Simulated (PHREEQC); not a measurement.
A PHREEQC input (ion-association model, phreeqc.dat):

```
SOLUTION 1
  temp 298.15
  units mg/L
  pH 5.72
  pe 12.2
  Na 2.19
  K 2.06
  Ca 1.78
  Mg 1.09
  Cl 4.43
  S(6) 6.74 as SO4
  Alkalinity 3.47 as HCO3
  Si 0.0589 as SiO2
  Cd 0.0063
  Li 0.00116
END
USE solution 1
EQUILIBRIUM_PHASES 1
  Chalcedony 0 0
  CO2(g) -2.5 10
END
```

It stops with these messages:

```
WARNING: Maximum iterations exceeded, 100
WARNING: Maximum iterations exceeded, 100
WARNING: The program has failed to converge to a numerical solution.
ERROR:           Alkalinity has not converged. Total: 5.686868e-05	Calculated: -2.631035e-05	Residual: 8.317903e-05
ERROR: Is non-carbonate alkalinity greater than total alkalinity?
ERROR:                   Ca has not converged. Total: 4.441215e-05	Calculated: 3.020887e-06	Residual: 4.139126e-05
ERROR:                   Cd has not converged. Total: 5.605105e-08	Calculated: 1.202773e-08	Residual: 4.402332e-08
ERROR:                   Cl has not converged. Total: 1.249569e-04	Calculated: 1.295816e-04	Residual: -4.624757e-06
ERROR:                    K has not converged. Total: 5.268388e-05	Calculated: 5.474287e-05	Residual: -2.058992e-06
ERROR:                   Li has not converged. Total: 1.671747e-07	Calculated: 1.733002e-07	Residual: -6.125464e-09
ERROR:                   Mg has not converged. Total: 4.483481e-05	Calculated: 9.931131e-06	Residual: 3.490367e-05
ERROR:                   Na has not converged. Total: 9.526172e-05	Calculated: 2.048364e-05	Residual: 7.477807e-05
ERROR:                 S(6) has not converged. Total: 7.016309e-05	Calculated: 5.781250e-05	Residual: 1.235059e-05
ERROR:                   Si has not converged. Total: 9.803108e-07	Calculated: 9.806597e-07	Residual: -3.489125e-10
ERROR:               A(H2O) Activity of water has not converged. 	Residual: 1.600000e+01
ERROR: Model failed to converge for initial solution  1.
```

Question: Find the cause and the fix.

Answer: The fault: the temperature typed in kelvin. The line should read `temp 25` where the input has `temp 298.15`. With the mend the run ends at pH 6.07 and ionic strength 0.000480 mol/kgw.
